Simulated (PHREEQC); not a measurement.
A solution holds 0.17 mol/kgw CuCl2, 4.5e-05 mol/kgw HCl and 0.087 mol/kgw FeCl3, at 20 °C. Closed to the air; pH follows from the charge balance.

All values are PHREEQC results (ion-association model, phreeqc.dat), not measurements.

Each row changes one thing in this solution. Precipitation was switched off in this run.

```json
[
 {"case": "as made", "pH": "2.18", "ionic strength (mol/kgw)": "0.718", "Cl- (mol/kgw)": "0.479", "FeCl+2 (mol/kgw)": "0.0441", "FeCl2+ (mol/kgw)": "0.0202", "Fe+3 (mol/kgw)": "0.0138", "SI of Goethite (FeOOH)": "+4.37", "SI of Hematite (Fe2O3)": "+10.74"},
 {"case": "CuCl2 from 0.17 to 0.085 mol/kgw", "pH": "2.05", "ionic strength (mol/kgw)": "0.536", "Cl- (mol/kgw)": "(withheld)", "FeCl+2 (mol/kgw)": "0.0423", "FeCl2+ (mol/kgw)": "0.0154", "Fe+3 (mol/kgw)": "0.0178", "SI of Goethite (FeOOH)": "+4.15", "SI of Hematite (Fe2O3)": "+10.29"},
 {"case": "temperature from 20 to 15 °C", "pH": "2.21", "ionic strength (mol/kgw)": "0.729", "Cl- (mol/kgw)": "0.484", "FeCl+2 (mol/kgw)": "0.0412", "FeCl2+ (mol/kgw)": "0.0227", "Fe+3 (mol/kgw)": "0.0150", "SI of Goethite (FeOOH)": "+4.34", "SI of Hematite (Fe2O3)": "+10.65"},
 {"case": "FeCl3 from 0.087 to 0.0783 mol/kgw", "pH": "(withheld)", "ionic strength (mol/kgw)": "0.695", "Cl- (mol/kgw)": "0.464", "FeCl+2 (mol/kgw)": "0.0394", "FeCl2+ (mol/kgw)": "0.0177", "Fe+3 (mol/kgw)": "0.0127", "SI of Goethite (FeOOH)": "+4.38", "SI of Hematite (Fe2O3)": "+10.76"},
 {"case": "diluted 5-fold with water", "pH": "2.29", "ionic strength (mol/kgw)": "(withheld)", "Cl- (mol/kgw)": "0.111", "FeCl+2 (mol/kgw)": "0.00500", "FeCl2+ (mol/kgw)": "0.000884", "Fe+3 (mol/kgw)": "0.00542", "SI of Goethite (FeOOH)": "+4.56", "SI of Hematite (Fe2O3)": "+11.12"},
 {"case": "temperature from 20 to 5 °C", "pH": "2.29", "ionic strength (mol/kgw)": "0.744", "Cl- (mol/kgw)": "0.490", "FeCl+2 (mol/kgw)": "0.0348", "FeCl2+ (mol/kgw)": "0.0279", "Fe+3 (mol/kgw)": "0.0175", "SI of Goethite (FeOOH)": "+4.26", "SI of Hematite (Fe2O3)": "+10.44"},
 {"case": "CuCl2 left out", "pH": "1.91", "ionic strength (mol/kgw)": "0.355", "Cl- (mol/kgw)": "0.204", "FeCl+2 (mol/kgw)": "0.0374", "FeCl2+ (mol/kgw)": "0.00945", "Fe+3 (mol/kgw)": "0.0249", "SI of Goethite (FeOOH)": "+3.95", "SI of Hematite (Fe2O3)": "+9.89"}
]
```

Q: Complete the blanks.

A: 
- CuCl2 from 0.17 to 0.085 mol/kgw, Cl- (mol/kgw): 0.343
- FeCl3 from 0.087 to 0.0783 mol/kgw, pH: 2.19
- diluted 5-fold with water, ionic strength (mol/kgw): 0.177

The ionic strength passes 0.7 mol/kgw, the rough limit of the ion-association models, in as made; temperature from 20 to 15 °C; temperature from 20 to 5 °C. Some of these states are supersaturated (in Hematite (slow to form), Goethite (slow to form), for instance). At this temperature some constants are extrapolated from 25 °C, and those without enthalpy data are left unchanged.
